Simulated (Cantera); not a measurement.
An isothermal, constant-pressure homogeneous reactor starts with C₂H₆ : N₂ = 1 : 43 (molar parts), at 1648 K and 6.68 Torr.

Computed with Cantera and GRI-Mech 3.0 (53 species, 325 reactions). GRI-Mech 3.0 stops at C3 and has no aromatics, soot or wall deposition, so with more carbon than oxygen in the feed, carbon stays in small species such as C2H2 where larger ones or solid carbon would form. Radical loss at walls, strong at low pressure, is not modelled.

### Question
Predict: x(C₂H₆) at 1.00 s; x(C₂H₂) at 1.00 s; x(CH₄) at 1.00 s; x(CH₃) at 1.00 s; x(H₂) at 1.00 s; x(HCN) at 1.00 s; x(C₂H) at 1.00 s.

### Answer
```json
{
 "x(C₂H₆) at 1.00 s": "1.08e-7 (gas-phase equilibrium <1e-12)",
 "x(C₂H₂) at 1.00 s": "0.0208 (gas-phase equilibrium 0.00429)",
 "x(CH₄) at 1.00 s": "0.00184 (gas-phase equilibrium 1.05e-6)",
 "x(CH₃) at 1.00 s": "9.15e-5 (gas-phase equilibrium 9.68e-8)",
 "x(H₂) at 1.00 s": "0.0406 (gas-phase equilibrium 0.0434)",
 "x(HCN) at 1.00 s": "2.19e-5 (gas-phase equilibrium 0.0349)",
 "x(C₂H) at 1.00 s": "2.23e-7 (gas-phase equilibrium 8.45e-8)"
}
```
